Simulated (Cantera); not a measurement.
Charge: 1 mol Si₂H₆, 4.2 mol HCl, 18 mol H₂, 0.36 mol Cl₂, equilibrated at 170000 Pa.

Points: T (K) = 998, 1048, 1098, 1148, 1198, 1248, 1298, 1348, 1398, 1448, 1498, 1548.

Cantera's Mixture.equilibrate('TP', solver="vcs", rtol=1e-11, max_steps=5000) on the NASA tables stopped like this:

```
  condensed (mol): Si(cr) 0.6521
T = 1098 K  P = 170000 Pa  gas = 24.27 mol
   x: H2 9.299e-01  SiCL4 2.702e-02  SiHCL3 2.333e-02  HCL 1.567e-02  SiH2CL2 2.410e-03  SiCL3 1.015e-03  SiCL2 5.363e-04
   condensed (mol): Si(cr) 0.6804
T = 1148 K  P = 170000 Pa  gas = 24.32 mol
   x: H2 9.255e-01  SiCL4 2.566e-02  SiHCL3 2.209e-02  HCL 2.157e-02  SiH2CL2 2.382e-03  SiCL3 1.601e-03  SiCL2 1.103e-03
   condensed (mol): Si(cr) 0.7135
T = 1198 K  P = 170000 Pa  gas = 24.39 mol
   x: H2 9.201e-01  HCL 2.867e-02  SiCL4 2.382e-02  SiHCL3 2.057e-02  SiCL3 2.380e-03  SiH2CL2 2.321e-03  SiCL2 2.103e-03
   condensed (mol): Si(cr) 0.7496
ERROR: FAILURE its = 5001!

*******************************************************************************
CanteraError thrown by MultiPhase::equilibrate:
VCS solver failed. Return code: -1
*******************************************************************************
```

Task: What got this run through?

Result: One answer among several that fit: The failure is numerical, not chemical. The same input converged with solver="gibbs", rtol=1e-10, max_steps=50000, and the result passed a check of the equilibrium conditions:
```
T = 998 K  P = 170000 Pa  gas = 24.2 mol
   x: H2 9.360e-01  SiCL4 2.860e-02  SiHCL3 2.518e-02  HCL 7.369e-03  SiH2CL2 2.386e-03  SiCL3 3.384e-04
   condensed (mol): Si(cr) 0.6291
T = 1048 K  P = 170000 Pa  gas = 24.23 mol
   x: H2 9.334e-01  SiCL4 2.798e-02  SiHCL3 2.435e-02  HCL 1.097e-02  SiH2CL2 2.410e-03  SiCL3 6.056e-04  SiCL2 2.402e-04
   condensed (mol): Si(cr) 0.6521
T = 1098 K  P = 170000 Pa  gas = 24.27 mol
   x: H2 9.299e-01  SiCL4 2.702e-02  SiHCL3 2.333e-02  HCL 1.567e-02  SiH2CL2 2.410e-03  SiCL3 1.015e-03  SiCL2 5.363e-04
   condensed (mol): Si(cr) 0.6804
T = 1148 K  P = 170000 Pa  gas = 24.32 mol
   x: H2 9.255e-01  SiCL4 2.566e-02  SiHCL3 2.209e-02  HCL 2.157e-02  SiH2CL2 2.382e-03  SiCL3 1.601e-03  SiCL2 1.103e-03
   condensed (mol): Si(cr) 0.7135
T = 1198 K  P = 170000 Pa  gas = 24.39 mol
   x: H2 9.201e-01  HCL 2.867e-02  SiCL4 2.382e-02  SiHCL3 2.057e-02  SiCL3 2.380e-03  SiH2CL2 2.321e-03  SiCL2 2.103e-03
   condensed (mol): Si(cr) 0.7496
T = 1248 K  P = 170000 Pa  gas = 24.48 mol
   x: H2 9.135e-01  HCL 3.686e-02  SiCL4 2.148e-02  SiHCL3 1.874e-02  SiCL2 3.734e-03  SiCL3 3.334e-03  SiH2CL2 2.223e-03
   condensed (mol): Si(cr) 0.7862
T = 1298 K  P = 170000 Pa  gas = 24.59 mol
   x: H2 9.061e-01  HCL 4.591e-02  SiCL4 1.864e-02  SiHCL3 1.661e-02  SiCL2 6.189e-03  SiCL3 4.394e-03  SiH2CL2 2.084e-03
   condensed (mol): Si(cr) 0.82
T = 1348 K  P = 170000 Pa  gas = 24.71 mol
   x: H2 8.980e-01  HCL 5.538e-02  SiCL4 1.544e-02  SiHCL3 1.421e-02  SiCL2 9.584e-03  SiCL3 5.428e-03  SiH2CL2 1.905e-03
   condensed (mol): Si(cr) 0.8475
T = 1398 K  P = 170000 Pa  gas = 24.85 mol
   x: H2 8.896e-01  HCL 6.472e-02  SiCL2 1.387e-02  SiCL4 1.208e-02  SiHCL3 1.166e-02  SiCL3 6.263e-03  SiH2CL2 1.691e-03
   condensed (mol): Si(cr) 0.8661
T = 1448 K  P = 170000 Pa  gas = 24.99 mol
   x: H2 8.817e-01  HCL 7.330e-02  SiCL2 1.876e-02  SiHCL3 9.131e-03  SiCL4 8.875e-03  SiCL3 6.732e-03  SiH2CL2 1.453e-03
   condensed (mol): Si(cr) 0.8749
T = 1498 K  P = 170000 Pa  gas = 25.12 mol
   x: H2 8.746e-01  HCL 8.060e-02  SiCL2 2.381e-02  SiHCL3 6.821e-03  SiCL3 6.752e-03  SiCL4 6.112e-03  SiH2CL2 1.209e-03
   condensed (mol): Si(cr) 0.8754
T = 1548 K  P = 170000 Pa  gas = 25.23 mol
   x: H2 8.689e-01  HCL 8.631e-02  SiCL2 2.853e-02  SiCL3 6.362e-03  SiHCL3 4.884e-03  SiCL4 3.972e-03  SiH2CL2 9.786e-04
   condensed (mol): Si(cr) 0.87
```

The gas is ideal and each condensed phase is pure. The feed counts by its element totals alone. The tables' values for SiCl3 are old estimates; treat these amounts as uncertain.
